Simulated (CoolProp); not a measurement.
Vapour-liquid equilibrium of n-octane (1) + n-dodecane (2) at 0.000282 MPa; x and y are mole fractions of (1).

The numbers come from the multi-fluid Helmholtz-energy mixture model, Beckmüller 2019 and Lemmon 2004; pair parameters Bell 2016 in CoolProp.

| x | bubble temperature, mixture model (°C) | bubble temperature, Raoult's law (°C) | y, mixture model | y, Raoult's law |
|---|---|---|---|---|
| 0.05 | 42.5 | 41.3 | 0.765 | 0.785 |
| 0.2 | 20.5 | 19.5 | 0.966 | 0.968 |
| 0.35 | 11.3 | 10.7 | 0.988 | 0.988 |
| 0.5 | 5.6 | 5.3 | 0.995 | 0.995 |
| 0.65 | 1.6 | 1.5 | 0.998 | 0.997 |
| 0.8 | -1.4 | -1.5 | 0.999 | 0.999 |
| 0.95 | -3.9 | -3.9 | 1.000 | 1.000 |

The largest gap from Raoult's law is +1.2 K in bubble temperature, at x = 0.05. No azeotrope shows between x = 0.05 and 0.95.

Pair parameters are fitted to limited data, so mixtures are less certain than the pure fluids.
